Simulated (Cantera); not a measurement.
A closed system holds: 1 mol MgO, a varied amount of HCl, at 1427 °C and 13.3 mbar.

Method: chemical equilibrium by Gibbs-energy minimisation in Cantera with the NASA 1993 tables (ideal gas, pure condensed phases). Candidate condensed phases: H2O, Mg, MgCl2, MgO, Mg(OH)2; 22 gas species. The numbers say what is thermodynamically allowed, not how fast it happens.

Question: Which condensed phases are stable at each of these points (n(HCl) (mol)): 6.9, 7.9, 9, 10, 12, 13, 15, 18, 20, 23, 26, 30, 34?

Answer: 
```tsv
n(HCl) (mol)	condensed phases	Mg condensed (%)
6.9	MgO(s)	23.8
7.9	MgO(s)	12.7
9	MgO(s)	0.6
10	gas only	0.0
12	gas only	0.0
13	gas only	0.0
15	gas only	0.0
18	gas only	0.0
20	gas only	0.0
23	gas only	0.0
26	gas only	0.0
30	gas only	0.0
34	gas only	0.0
```

From 6.9 mol HCl to 9 mol HCl the condensed part is MgO(s). From 10 mol HCl to 34 mol HCl nothing is condensed.
